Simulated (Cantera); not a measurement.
# Catalytic stagnation flow on Pt

A jet of 2.17 % H2, 7.75 % O2, 90.1 % N2, equivalence ratio 0.14 at 300 K and 0.340 bar hits a platinum plate 8 cm away at a mass flux of 0.02 kg/m²/s; the plate temperature is set and raised in steps from an oxygen-covered start.

Detailed kinetics in Cantera: Deutschmann's 1995 Pt surface mechanism with GRI-Mech 3.0 gas chemistry. Catalytic surfaces can have several steady states; this one follows from the mechanism file's or the stated starting coverage.

```csv
plate T (K),wall x H2,wall x O2,wall x H2O,wall x OH,θ free Pt,θ O*,θ OH*
600,0.000710,0.0552,0.0405,<1e-8,0.0212,0.971,0.00728
650,0.000692,0.0553,0.0403,<1e-8,0.0228,0.972,0.00494
700,0.000594,0.0552,0.0402,<1e-8,0.0278,0.968,0.00377
750,0.000401,0.0550,0.0404,<1e-8,0.0431,0.954,0.00337
800,0.000253,0.0549,0.0404,<1e-8,0.0728,0.924,0.00325
```
x: mole fraction at the wall; θ: surface coverage.
